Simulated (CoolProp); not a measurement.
Vapour-liquid equilibrium of n-pentane (1) + toluene (2) at 324.5 K; x and y are mole fractions of (1).

The numbers come from the multi-fluid Helmholtz-energy mixture model, Thol 2019 and Lemmon 2006; pair parameters Bell 2016 in CoolProp.

```json
[
 {"x": "0.05", "bubble pressure (MPa)": "0.02491", "y at the bubble point": "0.499", "dew pressure at overall composition x (MPa)": "0.01367", "liquid density (mol/L)": "9.053"},
 {"x": "0.125", "bubble pressure (MPa)": "0.04083", "y at the bubble point": "0.714", "dew pressure at overall composition x (MPa)": "0.01478", "liquid density (mol/L)": "8.998"},
 {"x": "0.2", "bubble pressure (MPa)": "0.05486", "y at the bubble point": "0.801", "dew pressure at overall composition x (MPa)": "0.01610", "liquid density (mol/L)": "8.942"},
 {"x": "0.275", "bubble pressure (MPa)": "0.06740", "y at the bubble point": "0.849", "dew pressure at overall composition x (MPa)": "0.01767", "liquid density (mol/L)": "8.884"},
 {"x": "0.35", "bubble pressure (MPa)": "0.07881", "y at the bubble point": "0.881", "dew pressure at overall composition x (MPa)": "0.01957", "liquid density (mol/L)": "8.825"},
 {"x": "0.425", "bubble pressure (MPa)": "0.08939", "y at the bubble point": "0.904", "dew pressure at overall composition x (MPa)": "0.02194", "liquid density (mol/L)": "8.764"},
 {"x": "0.5", "bubble pressure (MPa)": "0.09938", "y at the bubble point": "0.921", "dew pressure at overall composition x (MPa)": "0.02495", "liquid density (mol/L)": "8.701"},
 {"x": "0.575", "bubble pressure (MPa)": "0.1090", "y at the bubble point": "0.936", "dew pressure at overall composition x (MPa)": "0.02891", "liquid density (mol/L)": "8.637"},
 {"x": "0.65", "bubble pressure (MPa)": "0.1185", "y at the bubble point": "0.949", "dew pressure at overall composition x (MPa)": "0.03434", "liquid density (mol/L)": "8.570"},
 {"x": "0.725", "bubble pressure (MPa)": "0.1280", "y at the bubble point": "0.961", "dew pressure at overall composition x (MPa)": "0.04223", "liquid density (mol/L)": "8.502"},
 {"x": "0.8", "bubble pressure (MPa)": "0.1378", "y at the bubble point": "0.972", "dew pressure at overall composition x (MPa)": "0.05464", "liquid density (mol/L)": "8.431"},
 {"x": "0.875", "bubble pressure (MPa)": "0.1479", "y at the bubble point": "0.982", "dew pressure at overall composition x (MPa)": "0.07646", "liquid density (mol/L)": "8.359"},
 {"x": "0.95", "bubble pressure (MPa)": "0.1585", "y at the bubble point": "0.993", "dew pressure at overall composition x (MPa)": "0.1193", "liquid density (mol/L)": "8.284"}
]
```

No azeotrope shows between x = 0.05 and 0.95.

The pair parameters rest on a limited set of measurements; away from them the model extrapolates.
